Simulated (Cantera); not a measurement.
# Gas-phase reforming

A perfectly stirred reactor is fed with 31.2 % CH4, 68.8 % H2O, at 9.87 atm; it is held at 1850 K, and followed from long to short residence time.

Model: GRI-Mech 3.0 (53 species, 325 reactions), integrated in Cantera.

```
τ (s)      x CH4  x H2O   x H2       x O     x CH2    x CO  x CH2CO
------  --------  -----  -----  --------  --------  ------  -------
19      0.000864  0.216  0.591  6.01e-10  9.95e-10   0.176  5.19e-8
4.9      0.00282  0.219  0.587  6.11e-10   3.36e-9   0.174  2.14e-7
1.2      0.00782  0.229  0.577  6.39e-10   1.03e-8   0.169  9.36e-7
0.31      0.0167  0.252  0.552  6.90e-10   2.63e-8   0.155  3.58e-6
0.078     0.0299  0.302  0.505  7.64e-10   6.22e-8   0.126  1.19e-5
0.020     0.0470  0.380  0.433  8.63e-10   1.32e-7  0.0828  3.10e-5
0.0050    0.0729  0.473  0.342   1.03e-9   2.44e-7  0.0412  5.94e-5
```
x: mole fraction; the columns are a selection and need not sum to one.
